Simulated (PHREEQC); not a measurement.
0.015 g of hydrous ferric oxide (600 m²/g; 0.2 weak and 0.005 strong sites per Fe, Dzombak-Morel constants, diffuse double layer) in 1 kg of water with 0.1 mol/kgw of an inert sodium salt and 5.9e-08 mol/kgw SrCl2 and 5.9e-08 mol/kgw MnCl2, at 25 °C; the pH is set by adding NaOH or the inert anion's acid. The system is closed to oxygen. The system is closed to CO2. Nothing may precipitate in this run.

The series has 13 steps of pH, from 4 to 12.

Computed with PHREEQC (ion-association model, wateq4f.dat).

Question: Near which pH is half of the Sr sorbed, and on which side is more sorbed?

Answer: Near pH 9.1, with more sorbed at higher pH.

Question: Near which pH is half of the Mn sorbed, and on which side is more sorbed?

Answer: Near pH 7.5, with more sorbed at higher pH.
